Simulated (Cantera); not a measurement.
**Low-pressure radical oxidation in H2/O2**

An isothermal, constant-pressure homogeneous reactor starts with H2 : O2 = 0.41 : 1 (molar parts), at 950 K and 0.0263 atm.

Cantera simulation using GRI-Mech 3.0 (53 species, 325 reactions); the numbers are that mechanism's predictions, not measurements. Radical loss at walls, strong at low pressure, is not modelled. The temperature is held fixed by assumption; the heat of reaction is taken as removed at once.

```
t (s)         x H2   x O2      x OH       x O     x H2O
--------  --------  -----  --------  --------  --------
0.000200     0.291  0.709  3.48e-11  9.98e-11  2.64e-10
0.000632     0.291  0.709   1.71e-9   5.15e-9   2.12e-8
0.00200      0.287  0.708  0.000192  0.000555   0.00245
0.00632    0.00447  0.658   0.00128   0.00205     0.333
0.0200    0.000617  0.660  0.000205  0.000143     0.339
0.0632     9.77e-5  0.660   7.89e-5   2.02e-5     0.340
0.200      9.95e-6  0.660   3.19e-5   2.72e-6     0.340
0.632      6.40e-7  0.660   1.31e-5   4.23e-7     0.340
2.00       3.93e-8  0.660   5.97e-6   8.85e-8     0.340
6.32       6.64e-9  0.660   3.03e-6   2.30e-8     0.340
20.0       1.73e-9  0.660   1.62e-6   6.61e-9     0.340
```
x: mole fraction; the columns are a selection and need not sum to one.

Equilibrium at this temperature and pressure: H2 4.70e-11, O2 0.660, OH 2.51e-7, O 1.59e-10, H2O 0.340 (gas phase only).
